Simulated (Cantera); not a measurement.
**Adiabatic ignition**

An adiabatic, constant-volume homogeneous reactor starts with 8.46 % CH4, 19.2 % O2, 72.3 % N2, equivalence ratio 0.88, at 1775 K and 23000 Pa.

Detailed kinetics in Cantera: GRI-Mech 3.0 (53 species, 325 reactions).

```json
[
 {"t (s)": "2.00e-6", "T (K)": "1775", "P (bar)": "0.230", "x CH4": "0.0846", "x O2": "0.192", "x HCN": "<1e-12", "x CH2O": "8.43e-9", "x CH2": "3.47e-12", "x NO": "<1e-12", "x H2O": "1.75e-7"},
 {"t (s)": "7.87e-6", "T (K)": "1775", "P (bar)": "0.230", "x CH4": "0.0846", "x O2": "0.192", "x HCN": "<1e-12", "x CH2O": "1.97e-7", "x CH2": "5.99e-11", "x NO": "<1e-12", "x H2O": "2.66e-6"},
 {"t (s)": "3.10e-5", "T (K)": "1775", "P (bar)": "0.230", "x CH4": "0.0845", "x O2": "0.192", "x HCN": "<1e-12", "x CH2O": "4.04e-6", "x CH2": "5.60e-10", "x NO": "1.27e-12", "x H2O": "1.89e-5"},
 {"t (s)": "0.000122", "T (K)": "1774", "P (bar)": "0.230", "x CH4": "0.0841", "x O2": "0.192", "x HCN": "<1e-12", "x CH2O": "9.06e-5", "x CH2": "1.21e-8", "x NO": "1.14e-11", "x H2O": "0.000194"},
 {"t (s)": "0.000479", "T (K)": "2235", "P (bar)": "0.302", "x CH4": "0.0217", "x O2": "0.128", "x HCN": "1.04e-6", "x CH2O": "0.00235", "x CH2": "0.000147", "x NO": "4.02e-7", "x H2O": "0.0616"},
 {"t (s)": "0.00189", "T (K)": "2797", "P (bar)": "0.387", "x CH4": "<1e-12", "x O2": "0.0389", "x HCN": "4.35e-10", "x CH2O": "1.38e-10", "x CH2": "<1e-12", "x NO": "0.00692", "x H2O": "0.114"},
 {"t (s)": "0.00742", "T (K)": "2794", "P (bar)": "0.386", "x CH4": "<1e-12", "x O2": "0.0363", "x HCN": "7.41e-10", "x CH2O": "1.42e-10", "x CH2": "<1e-12", "x NO": "0.0138", "x H2O": "0.114"},
 {"t (s)": "0.0292", "T (K)": "2793", "P (bar)": "0.386", "x CH4": "<1e-12", "x O2": "0.0362", "x HCN": "7.50e-10", "x CH2O": "1.42e-10", "x CH2": "<1e-12", "x NO": "0.0140", "x H2O": "0.114"},
 {"t (s)": "0.115", "T (K)": "2793", "P (bar)": "0.386", "x CH4": "<1e-12", "x O2": "0.0362", "x HCN": "7.50e-10", "x CH2O": "1.42e-10", "x CH2": "<1e-12", "x NO": "0.0140", "x H2O": "0.114"},
 {"t (s)": "0.452", "T (K)": "2793", "P (bar)": "0.386", "x CH4": "<1e-12", "x O2": "0.0362", "x HCN": "7.50e-10", "x CH2O": "1.42e-10", "x CH2": "<1e-12", "x NO": "0.0140", "x H2O": "0.114"},
 {"t (s)": "1.78", "T (K)": "2793", "P (bar)": "0.386", "x CH4": "<1e-12", "x O2": "0.0362", "x HCN": "7.50e-10", "x CH2O": "1.42e-10", "x CH2": "<1e-12", "x NO": "0.0140", "x H2O": "0.114"},
 {"t (s)": "7.00", "T (K)": "2793", "P (bar)": "0.386", "x CH4": "<1e-12", "x O2": "0.0362", "x HCN": "7.50e-10", "x CH2O": "1.42e-10", "x CH2": "<1e-12", "x NO": "0.0140", "x H2O": "0.114"}
]
```
x: mole fraction; the columns are a selection and need not sum to one.

```json
{
 "time_of_steepest_temperature_rise": "0.487 ms",
 "temperature at 7.00 s": "2793 K",
 "equilibrium_temperature": "2793 K",
 "x(CH4) at 7.00 s": "<1e-12 (gas-phase equilibrium <1e-12)",
 "x(O2) at 7.00 s": "0.0362 (gas-phase equilibrium 0.0362)",
 "x(HCN) at 7.00 s": "7.50e-10 (gas-phase equilibrium 7.50e-10)"
}
```
